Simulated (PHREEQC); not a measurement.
0.022 g of hydrous ferric oxide (600 m²/g; 0.2 weak and 0.005 strong sites per Fe, Dzombak-Morel constants, diffuse double layer) in 1 kg of water with 0.05 mol/kgw of an inert sodium salt and 9.4e-07 mol H3BO3 and 3e-05 mol BaCl2, at 25 °C; the pH is set by adding NaOH or the inert anion's acid. Oxygen alone is held at its pressure in air (log pO2 = -0.68). No CO2 enters from the air. Nothing may precipitate in this run.

Base run: PHREEQC, ion-association model, wateq4f.dat. Each further column changes one thing. The table gives Ba sorbed (%).

| pH | base | no electrostatic term (-no_edl) | background salt from 0.05 to 0.005 mol/kgw | oxide from 0.022 to 0.11 g/kgw |
|---|---|---|---|---|
| 3 | 0.0 | 0.0 | 0.0 | 0.0 |
| 3.67 | 0.0 | 0.0 | 0.0 | 0.0 |
| 5 | 0.0 | 0.1 | 0.0 | 0.0 |
| 5.67 | 0.0 | ___ | 0.0 | 0.0 |
| 6.33 | 0.0 | 1.2 | 0.0 | 0.1 |
| 7.67 | 1.3 | 3.0 | 1.6 | ___ |
| 8.33 | 3.5 | 3.1 | 3.7 | 17.0 |
| 9 | 4.5 | 2.7 | 5.0 | 22.2 |
| 10.33 | 29.8 | ___ | 40.8 | 81.1 |
| 11 | 50.0 | 0.3 | 61.9 | 97.1 |

### Question
Some entries are withheld; supply them.

### Answer

- 5.67, no electrostatic term (-no_edl): 0.4
- 7.67, oxide from 0.022 to 0.11 g/kgw: 6.4
- 10.33, no electrostatic term (-no_edl): 0.7

The oxide is taken as insoluble; below pH 4 it would dissolve.
